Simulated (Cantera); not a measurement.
A closed system holds: 1 mol AlN, 460 mol H2, 23 mol N2, 21 mol H2O, equilibrated at 477 °C and 0.100 bar.

Method: chemical equilibrium by Gibbs-energy minimisation in Cantera with the NASA 1993 tables (ideal gas, pure condensed phases). Candidate condensed phases: Al, AlN, Al2O3, H2O; 35 gas species. Rates play no part.

Base state: H2 0.915, N2 0.0465, H2O 0.0387, NH3 9.64e-5 (mole fractions); condensed: Al2O3(s).

Question: What changes in the equilibrium state with this change: 1 mol CO2 added?

Answer: 
```tsv
species	before	after
H2	0.915	0.909
N2	0.0465	0.0466
H2O	0.0387	0.0426
CH4	0	0.00194
CO	0	3.79e-5
CO2	0	1.09e-5
NH3	9.64e-5	9.55e-5
Al2O3(s), mol	0.500	0.500
```
Further candidate phases: C, C6H6, C7H8, C8H18.
